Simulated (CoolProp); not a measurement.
Dimethyl carbonate along the isotherm 232.15 °C: density (kg/m³) from the reference equation and from simpler models built on Tc = 283.9 °C, pc = 4.909 MPa, ω = 0.346; each cubic takes its own stable root.

Model: reference Helmholtz-energy equation of state, Zhou 2011, in CoolProp.

```json
[
 {"p (MPa)": "0.0233", "phase": "gas", "reference": "0.5007", "Redlich-Kwong": "0.5006", "Soave-Redlich-Kwong": "0.5007", "Peng-Robinson": "0.5008"},
 {"p (MPa)": "0.0441", "phase": "gas", "reference": "0.9496", "Redlich-Kwong": "0.9494", "Soave-Redlich-Kwong": "0.9496", "Peng-Robinson": "0.9500"},
 {"p (MPa)": "0.0837", "phase": "gas", "reference": "1.809", "Redlich-Kwong": "1.809", "Soave-Redlich-Kwong": "1.809", "Peng-Robinson": "1.811"},
 {"p (MPa)": "0.159", "phase": "gas", "reference": "3.462", "Redlich-Kwong": "3.460", "Soave-Redlich-Kwong": "3.463", "Peng-Robinson": "3.468"},
 {"p (MPa)": "0.301", "phase": "gas", "reference": "6.650", "Redlich-Kwong": "6.640", "Soave-Redlich-Kwong": "6.651", "Peng-Robinson": "6.669"},
 {"p (MPa)": "0.57", "phase": "gas", "reference": "12.96", "Redlich-Kwong": "12.92", "Soave-Redlich-Kwong": "12.97", "Peng-Robinson": "13.03"},
 {"p (MPa)": "1.08", "phase": "gas", "reference": "?", "Redlich-Kwong": "25.94", "Soave-Redlich-Kwong": "26.14", "Peng-Robinson": "26.41"},
 {"p (MPa)": "2.05", "phase": "gas", "reference": "?", "Redlich-Kwong": "56.74", "Soave-Redlich-Kwong": "?", "Peng-Robinson": "?"},
 {"p (MPa)": "3.88", "phase": "liquid", "reference": "734.1", "Redlich-Kwong": "580.7", "Soave-Redlich-Kwong": "619.0", "Peng-Robinson": "699.8"},
 {"p (MPa)": "7.36", "phase": "liquid", "reference": "?", "Redlich-Kwong": "627.8", "Soave-Redlich-Kwong": "?", "Peng-Robinson": "738.4"}
]
```

Problem. What belongs in the gaps?

Solution. 
- 1.08, reference: 26.12
- 2.05, reference: 58.25
- 2.05, Soave-Redlich-Kwong: 58.08
- 2.05, Peng-Robinson: 59.39
- 7.36, reference: 756.4
- 7.36, Soave-Redlich-Kwong: 655.3
